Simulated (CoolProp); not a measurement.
Computed with CoolProp (reference Helmholtz-energy equation of state, Thol 2017).

Task: For octamethyltrisiloxane (MDM), give the phase and the cp (kJ/(kg K)) at 575 K and 0.0227 MPa; 575 K and 0.334 MPa; 575 K and 2.27 MPa.

Result: 
- 575 K and 0.0227 MPa: gas; cp 2.09
- 575 K and 0.334 MPa: gas; cp 2.12
- 575 K and 2.27 MPa: supercritical; cp 2.79
